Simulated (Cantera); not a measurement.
Feed: 1 mol Cu₂O, 7.3 mol CO, 1.6 mol H₂, held at 1677 °C and 470000 Pa.

Cantera equilibrium calculation (NASA polynomials, part measured and part estimated; ideal gas, pure solids and liquids). Candidate condensed phases: C, C₆H₆, C₇H₈, C₈H₁₈, Cu, CuO, Cu(OH)₂, Cu₂O, H₂O; 113 gas species. Kinetics and transport are ignored.

Base state: CO 0.756, H₂ 0.131, CO₂ 0.0637, H₂O 0.0486, Cu 0.000569, H 0.000191 (mole fractions); condensed: Cu(l).

Task: What changes in the equilibrium state with this change: pressure from 470000 Pa to 18.0 Pa?

Result: 
```
species       before     after
----------  --------  --------
CO             0.756     0.608
Cu          0.000569     0.181
H₂             0.131    0.0948
H           0.000191    0.0263
H₂O           0.0486    0.0363
CO₂           0.0637    0.0530
O₂           1.12e-9   3.13e-5
O            6.97e-9  0.000188
OH           6.44e-6  0.000916
Cu(l), mol      1.99         0
```
